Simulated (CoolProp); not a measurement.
Properties of n-perfluorohexane along the isobar 101 kPa.

Model: reference Helmholtz-energy equation of state, Gao 2022, in CoolProp.

| T (K) | phase | density (kg/m³) | cp (kJ/(kg K)) | cv (kJ/(kg K)) |
|---|---|---|---|---|
| 314.6 | liquid | 1627 | 1.073 | 0.8749 |
| 344.7 | gas | 12.58 | 0.8958 | 0.8638 |
| 359.7 | gas | 11.96 | 0.9142 | 0.8834 |
| 374.8 | gas | 11.40 | 0.9321 | 0.9022 |
| 389.8 | gas | 10.91 | 0.9492 | 0.9201 |
| 404.9 | gas | 10.45 | 0.9657 | 0.9372 |
| 419.9 | gas | 10.04 | 0.9815 | 0.9535 |
| 435 | gas | 9.662 | 0.9967 | 0.9691 |
| 450 | gas | 9.314 | 1.011 | 0.9839 |
